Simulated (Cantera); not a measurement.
What does this Cantera script print?

```python
import numpy as np
import cantera as ct

gas = ct.Solution("gri30.yaml")
gas.TPX = 1125, 100000, {'H2': 1.5, 'O2': 1, 'N2': 12}
reactor = ct.IdealGasConstPressureReactor(gas, energy="off", clone=False)
net = ct.ReactorNet([reactor])
net.rtol, net.atol = 1e-08, 1e-18
show = ['H2', 'O2', 'O', 'H2O', 'H', 'HO2']
times = np.geomspace(4e-05, 2, 11)

steps = ct.SolutionArray(gas, extra=["t"])
rows = []
print(f"{'t/s':>10s}{'T/K':>9s}{'P/Pa':>11s}" + "".join(f"{s:>11s}" for s in show))
for t in times:
    while net.time < t:
        t_next = net.step()
        steps.append(gas.state, t=t_next)
    rows.append([np.interp(t, steps.t, y) for y in (steps.T, steps.P, *steps(*show).X.T)])
    print(f"{t:10.3e}{rows[-1][0]:9.1f}{rows[-1][1]:11.4g}" + "".join(f"{x:11.3e}" for x in rows[-1][2:]))
rate = np.gradient(steps.T, steps.t)
print("integrator steps:", len(steps.t))
if steps.T.max() > steps.T[0] + 200:
    print(f"time of steepest temperature rise: {steps.t[rate.argmax()]:.4e} s")
gas.TPX = 1125, 100000, {'H2': 1.5, 'O2': 1, 'N2': 12}
gas.equilibrate("TP")
print(f"equilibrium (TP): T = {gas.T:.1f} K  " + "  ".join(f"{s} {gas[s].X[0]:.3e}" for s in show))
```

It prints:

```
       t/s      T/K       P/Pa         H2         O2          O        H2O          H        HO2
 4.000e-05   1125.0      1e+05  1.034e-01  6.897e-02  6.609e-09  5.862e-08  4.241e-08  1.824e-08
 1.180e-04   1125.0      1e+05  1.032e-01  6.885e-02  1.564e-05  1.647e-04  1.007e-04  2.156e-05
 3.482e-04   1125.0      1e+05  3.846e-03  1.997e-02  4.444e-04  1.040e-01  1.238e-03  1.844e-05
 1.027e-03   1125.0      1e+05  5.460e-04  1.841e-02  2.942e-05  1.084e-01  2.334e-05  9.654e-06
 3.031e-03   1125.0      1e+05  1.199e-04  1.823e-02  3.688e-06  1.089e-01  1.600e-06  3.624e-06
 8.944e-03   1125.0      1e+05  2.041e-05  1.819e-02  5.325e-07  1.091e-01  1.217e-07  7.892e-07
 2.639e-02   1125.0      1e+05  1.754e-06  1.818e-02  9.851e-08  1.091e-01  6.209e-09  8.891e-08
 7.786e-02   1125.0      1e+05  9.066e-08  1.818e-02  2.541e-08  1.091e-01  3.475e-10  1.118e-08
 2.297e-01   1125.0      1e+05  1.650e-08  1.818e-02  7.947e-09  1.091e-01  5.259e-11  3.073e-09
 6.778e-01   1125.0      1e+05  5.562e-09  1.818e-02  2.753e-09  1.091e-01  1.116e-11  1.280e-09
 2.000e+00   1125.0      1e+05  2.575e-09  1.818e-02  1.109e-09  1.091e-01  3.410e-12  9.078e-10
integrator steps: 1639
equilibrium (TP): T = 1125.0 K  H2 1.964e-09  O2 1.816e-02  O 6.261e-10  H2O 1.091e-01  H 1.982e-12  HO2 9.178e-10
```

Detailed kinetics in Cantera: GRI-Mech 3.0 (53 species, 325 reactions). The temperature is held fixed by assumption; the heat of reaction is taken as removed at once.
